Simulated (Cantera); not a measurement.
**Ca(OH)₂ + H₂O + O₂ (calcination and drying)**

Input: 1 mol Ca(OH)₂, 0.99 mol H₂O, 9.8 mol O₂, equilibrated at 1000 °C and 0.218 Torr.

Cantera equilibrium calculation (NASA polynomials, part measured and part estimated; ideal gas, pure solids and liquids). Candidate condensed phases: Ca, CaO, Ca(OH)₂, H₂O; 14 gas species. Equilibrium is a limit: real reactors are often held back by kinetics, nucleation or transport.

```yaml
x(O₂): 0.831
x(H₂O): 0.169
x(OH): 0.000107
x(O): 5.77e-6
n(CaO(s)): 1.00 mol
gas_amount: 11.79 mol
log10 activity of Ca(l) (absent): -18.73
```
